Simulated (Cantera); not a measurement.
Charge: 1 mol CuO, 0.71 mol CO, equilibrated at 3.10 mbar.

Method: chemical equilibrium by Gibbs-energy minimisation in Cantera with the NASA 1993 tables (ideal gas, pure condensed phases). Candidate condensed phases: C, Cu, CuO, Cu₂O; 15 gas species. Mutual solubility and eutectic melting of coexisting phases are not modelled. Rates play no part.

**Question.** What share of the Cu ends up in condensed phases as a function of T (K), at 898, 1048, 1198, 1348, 1498, 1648, 1798?

**Answer.** 
```
T (K)  Cu condensed (%)               as
-----  ----------------  ---------------
898               100.0  Cu(s) + Cu₂O(s)
1048              100.0  Cu(s) + Cu₂O(s)
1198              100.0  Cu(s) + Cu₂O(s)
1348              100.0  Cu(s) + Cu₂O(s)
1498               99.8  Cu(l) + Cu₂O(s)
1648               97.8            Cu(l)
1798               82.2            Cu(l)
```
